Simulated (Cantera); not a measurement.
Input: 1 mol SiHCl₃, 20 mol H₂, at 0.0133 bar.

These are equilibrium values from Cantera (NASA tables, ideal gas, pure condensed phases), not measurements of a reactor. Candidate condensed phases: Si; 19 gas species. The tables' values for SiCl₃ are old estimates; treat these amounts as uncertain. Kinetics and transport are ignored. All values below are at 1098 K.

Base state: H₂ 0.927, HCl 0.0460, SiCl₄ 0.0158, SiHCl₃ 0.00463, SiCl₂ 0.00463, SiCl₃ 0.00228, SiH₂Cl₂ 0.000162 (mole fractions); condensed: Si(s).

Problem. What changes in the equilibrium state with this change: 1.8 mol CH₄ added?

Solution. 
```
species             before     after
----------------  --------  --------
H₂                   0.927     0.884
HCl                 0.0460     0.115
SiCl₄               0.0158  0.000573
CH₄                      0  0.000381
SiH₂Cl₂           0.000162   8.64e-7
SiCl₂              0.00463   2.58e-5
Si(s), mol           0.409         0
C(graphite), mol         0     0.808
SiC(s), mol              0     0.982
```
Further candidate phases: C, C₆H₆, C₇H₈, C₈H₁₈, SiC.

Problem. What changes in the equilibrium state with this change: SiHCl₃ replaced by Si₃H₈?

Solution. 
```csv
species,before,after
H₂,0.927,1.00
HCl,0.0460,0
SiCl₄,0.0158,0
SiHCl₃,0.00463,0
SiCl₂,0.00463,0
"Si(s), mol",0.409,3.00
```
The feed counts by its element totals alone.

Problem. What changes in the equilibrium state with this change: H₂ from 20 to 67 mol?

Solution. 
```csv
species,before,after
H₂,0.927,0.967
HCl,0.0460,0.0279
SiCl₄,0.0158,0.00197
SiCl₃,0.00228,0.000479
SiHCl₃,0.00463,0.000994
SiCl₂,0.00463,0.00164
SiH₂Cl₂,0.000162,5.99e-5
"Si(s), mol",0.409,0.646
```
